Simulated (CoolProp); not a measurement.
Model: reference Helmholtz-energy equation of state, Lemmon 2016, in CoolProp.

**Question.** For R115, give the phase and the Z, expansivity (1/kK), fugacity coefficient at 242 K and 0.313 MPa; 242 K and 0.469 MPa.

**Answer.** 
- 242 K and 0.313 MPa: liquid; Z 0.0158, expansivity 2.37, fugacity coefficient 0.438
- 242 K and 0.469 MPa: liquid; Z 0.0237, expansivity 2.37, fugacity coefficient 0.295
